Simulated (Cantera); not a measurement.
An isothermal, constant-pressure homogeneous reactor starts with CH4 : H2 : H = 0.044 : 1 : 0.025 (molar parts), at 2450 K and 13300 Pa. Integrator tolerance rtol = 1e-08.

Detailed kinetics in Cantera: GRI-Mech 3.0 (53 species, 325 reactions). GRI-Mech 3.0 stops at C3 and has no aromatics, soot or wall deposition, so with more carbon than oxygen in the feed, carbon stays in small species such as C2H2 where larger ones or solid carbon would form.

### Question
What does this change do: temperature 2450 to 1575 K?

### Answer
| quantity | before | after |
|---|---|---|
| x(CH4) at 20.0 s | 2.85e-5 (gas-phase equilibrium 2.88e-5) | 0.00744 (gas-phase equilibrium 0.00650) |
| x(H2) at 20.0 s | 0.927 (gas-phase equilibrium 0.927) | 0.976 (gas-phase equilibrium 0.977) |
| x(H) at 20.0 s | 0.0534 (gas-phase equilibrium 0.0534) | 0.000113 (gas-phase equilibrium 0.000113) |
| x(CH2) at 20.0 s | 2.72e-6 (gas-phase equilibrium 2.75e-6) | 1.82e-9 (gas-phase equilibrium 1.61e-9) |
| x(CH3) at 20.0 s | 2.97e-5 (gas-phase equilibrium 3.00e-5) | 1.74e-5 (gas-phase equilibrium 1.53e-5) |
| x(C2H6) at 20.0 s | 2.74e-11 (gas-phase equilibrium 2.79e-11) | 2.21e-7 (gas-phase equilibrium 1.94e-7) |

### Question
What does this change do: temperature 2450 to 1475 K?

### Answer
```
quantity                                              before                                      after
-----------------  -----------------------------------------  -----------------------------------------
x(CH4) at 20.0 s     2.85e-5 (gas-phase equilibrium 2.88e-5)      0.0241 (gas-phase equilibrium 0.0156)
x(H2) at 20.0 s          0.927 (gas-phase equilibrium 0.927)        0.967 (gas-phase equilibrium 0.972)
x(H) at 20.0 s         0.0534 (gas-phase equilibrium 0.0534)    3.33e-5 (gas-phase equilibrium 3.53e-5)
x(CH2) at 20.0 s     2.72e-6 (gas-phase equilibrium 2.75e-6)  4.58e-10 (gas-phase equilibrium 3.32e-10)
x(CH3) at 20.0 s     2.97e-5 (gas-phase equilibrium 3.00e-5)    1.67e-5 (gas-phase equilibrium 1.14e-5)
x(C2H6) at 20.0 s  2.74e-11 (gas-phase equilibrium 2.79e-11)    1.05e-6 (gas-phase equilibrium 7.65e-7)
```
